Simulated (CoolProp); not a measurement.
Computed with CoolProp (reference Helmholtz-energy equation of state, Thol 2022).

### Question
For vinyl chloride, give the phase and the Z, cp (kJ/(kg K)), expansivity (1/kK), fugacity coefficient at 156.85 °C and 3110 kPa; 156.85 °C and 9330 kPa.

### Answer
- 156.85 °C and 3110 kPa: gas; Z 0.792, cp 1.38, expansivity 4.99, fugacity coefficient 0.829
- 156.85 °C and 9330 kPa: supercritical; Z 0.272, cp 2.37, expansivity 7.63, fugacity coefficient 0.473
